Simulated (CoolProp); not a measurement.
Values from CoolProp's reference Helmholtz-energy equation of state, Lemmon 2005. It is a short technical equation, of lower accuracy than the large ones.

**Question.** For cis-2-butene, give the phase and the Z, cp (kJ/(kg K)), speed of sound (m/s), expansivity (1/kK) at 453.8 K and 4.54 MPa; 453.8 K and 16.6 MPa; 453.8 K and 21.2 MPa.

**Answer.** 
- 453.8 K and 4.54 MPa: supercritical; Z 0.538, cp 3.99, speed of sound 167, expansivity 16.7
- 453.8 K and 16.6 MPa: supercritical; Z 0.542, cp 2.87, speed of sound 521, expansivity 3.12
- 453.8 K and 21.2 MPa: supercritical; Z 0.662, cp 2.77, speed of sound 594, expansivity 2.54
